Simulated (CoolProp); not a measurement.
The fluid at 488.28 K and 21.4 MPa flows at 22 m/s in a round tube of 6 mm bore and 1.5 µm roughness, fully developed (64/Re and Nu = 3.66 if laminar; Colebrook and Gnielinski if turbulent). The same conditions are run with several fluids, on thermodynamics alone (safety and materials aside).

Model: reference Helmholtz-energy equation of state of each fluid (n-heptane: Span 2003; o-xylene: Zhou 2012; n-octane: Beckmüller 2019; n-nonane: Lemmon 2006; toluene: Lemmon 2006), in CoolProp.

```tsv
fluid	Reynolds number	Darcy friction factor	pressure drop (Pa/m)	heat-transfer coefficient (W/(m² K))	mass flow (kg/h)
n-heptane	566000	0.0157	[?]	38000	[?]
o-xylene	472000	0.0159	475000	36700	1660
n-octane	509000	[?]	[?]	36700	1300
n-nonane	432000	0.0161	388000	[?]	1340
toluene	574000	0.0157	450000	38800	1590
```

Some entries are withheld; supply them.


- n-heptane, pressure drop (Pa/m): 352000
- n-heptane, mass flow (kg/h): 1240
- n-octane, Darcy friction factor: 0.0158
- n-octane, pressure drop (Pa/m): 370000
- n-nonane, heat-transfer coefficient (W/(m² K)): 36000

Transport values come from each fluid's own correlations.
